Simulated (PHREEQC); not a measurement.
PHREEQC input (ion-association model, wateq4f.dat):

```
SOLUTION_MASTER_SPECIES
  An  An-  0  An  62.0  # stands for a non-complexing anion
SOLUTION_SPECIES
  An- = An-
    -log_k 0
    -gamma 3.0 0
  PO4-3 + 3H+ = H3PO4  # constants of phreeqc.dat
    -log_k 21.721
    -delta_h -10.1 kJ
PHASES
  Fix_H+
    H+ = H+
    -log_k 0
SOLUTION 1
  temp 25
  units mmol/kgw
  pH 7 charge
  P 0.0075
  Na 5.0075
  An 5
END
SELECTED_OUTPUT 1
  -reset false
  -pH true
  -pe true
  -ionic_strength true
  -water true
  -totals Na P
  -molalities Hfo_wOH Hfo_wOH2+ Hfo_wO- Hfo_sOH Hfo_sOH2+ Hfo_sO- Hfo_wH2PO4 Hfo_wHPO4- Hfo_wPO4-2
USER_PUNCH 1
  -headings sigma psi
  10 PUNCH EDL("sigma", "Hfo"), EDL("psi", "Hfo")
PRINT
  -reset false
USE solution 1
SURFACE 1
  Hfo_wOH 7.64045e-05 600 0.034
  Hfo_sOH 1.91011e-06
EQUILIBRIUM_PHASES 1
  Fix_H+ -4 HAn 10
    -force_equality true
  O2(g) -0.68 10
END
# ... the last block is repeated for the other 16 points of pH, with NaOH or the acid as the point needs
```

Selected output (columns that matter, 17 of 17 rows; pH added in front):

```
pH	mu	Na	P	m_Hfo_wOH	m_Hfo_wOH2+	m_Hfo_wO-	m_Hfo_sOH	m_Hfo_sOH2+	m_Hfo_sO-	m_Hfo_wH2PO4	m_Hfo_wHPO4-	m_Hfo_wPO4-2	sigma	psi
4	0.0051309	0.0050075	2.3729e-10	2.7884e-05	4.0582e-05	4.389e-07	7.7297e-07	1.125e-06	1.2167e-08	3.3043e-07	5.5731e-06	1.5963e-06	0.15368	0.18498
4.38	0.0050647	0.0050075	2.99e-10	3.3886e-05	3.4251e-05	7.6799e-07	9.3934e-07	9.4948e-07	2.1289e-08	2.1245e-07	5.1594e-06	2.1278e-06	0.11823	0.17187
4.75	0.0050359	0.0050075	4.228e-10	3.8572e-05	2.9165e-05	1.1686e-06	1.0692e-06	8.0847e-07	3.2396e-08	1.4601e-07	4.7402e-06	2.6134e-06	0.088949	0.15744
5.12	0.0050225	0.0050075	6.6175e-10	4.2123e-05	2.5167e-05	1.6151e-06	1.1677e-06	6.9765e-07	4.4773e-08	1.0599e-07	4.3548e-06	3.0385e-06	0.065146	0.1416
5.5	0.0050158	0.0050075	1.1548e-09	4.4749e-05	2.2079e-05	2.0778e-06	1.2405e-06	6.1203e-07	5.7597e-08	8.0816e-08	4.0208e-06	3.3972e-06	0.046071	0.12404
5.88	0.0050123	0.0050075	2.2198e-09	4.6565e-05	1.9838e-05	2.5038e-06	1.2908e-06	5.4992e-07	6.9407e-08	6.5202e-08	3.7567e-06	3.6759e-06	0.031723	0.10533
6.25	0.0050104	0.0050075	4.6455e-09	4.7767e-05	1.8284e-05	2.8588e-06	1.3241e-06	5.0681e-07	7.9243e-08	5.5533e-08	3.5613e-06	3.8785e-06	0.021447	0.086194
6.62	0.0050092	0.0050075	1.1034e-08	4.859e-05	1.7177e-05	3.1488e-06	1.3467e-06	4.7609e-07	8.7274e-08	4.9166e-08	3.414e-06	4.0258e-06	0.01396	0.066349
7	0.0050085	0.0050075	3.186e-08	4.9196e-05	1.635e-05	3.3911e-06	1.3631e-06	4.5302e-07	9.3962e-08	4.4584e-08	3.293e-06	4.1306e-06	0.0083416	0.045456
7.38	0.0050081	0.0050075	1.1121e-07	4.9727e-05	1.5675e-05	3.6138e-06	1.3763e-06	4.3383e-07	1.0002e-07	4.0631e-08	3.164e-06	4.1842e-06	0.0040808	0.024336
7.75	0.0050079	0.0050075	4.1756e-07	5.0487e-05	1.4921e-05	3.9134e-06	1.3911e-06	4.1115e-07	1.0783e-07	3.52e-08	2.9236e-06	4.1237e-06	0.0006638	0.0041039
8.12	0.0050085	0.0050075	1.4051e-06	5.2121e-05	1.3619e-05	4.5697e-06	1.416e-06	3.6999e-07	1.2415e-07	2.4895e-08	2.3387e-06	3.7312e-06	-0.0023943	-0.014619
8.5	0.0050139	0.0050112	3.4117e-06	5.4831e-05	1.1493e-05	5.9923e-06	1.4483e-06	3.0358e-07	1.5828e-07	1.1648e-08	1.364e-06	2.7126e-06	-0.0054057	-0.031437
8.88	0.0050257	0.0050212	5.6075e-06	5.7158e-05	9.3482e-06	8.0061e-06	1.4652e-06	2.3964e-07	2.0524e-07	3.5463e-09	5.3226e-07	1.3567e-06	-0.0088411	-0.047541
9.25	0.0050412	0.0050359	6.9073e-06	5.8127e-05	7.9532e-06	9.7321e-06	1.4645e-06	2.0038e-07	2.452e-07	8.1524e-10	1.4626e-07	4.456e-07	-0.013534	-0.064845
9.62	0.0050692	0.0050641	7.3571e-06	5.8202e-05	7.0467e-06	1.1013e-05	1.4578e-06	1.765e-07	2.7583e-07	1.5849e-10	3.2134e-08	1.1064e-07	-0.020428	-0.08359
10	0.0051338	0.0051296	7.4687e-06	5.7797e-05	6.1674e-06	1.2408e-05	1.4455e-06	1.5425e-07	3.1034e-07	2.7662e-11	6.3634e-09	2.486e-08	-0.030524	-0.10282
```

Species that the database lacks are ignored. H3PO4, which wateq4f.dat lacks, is added to it with the constant of phreeqc.dat.
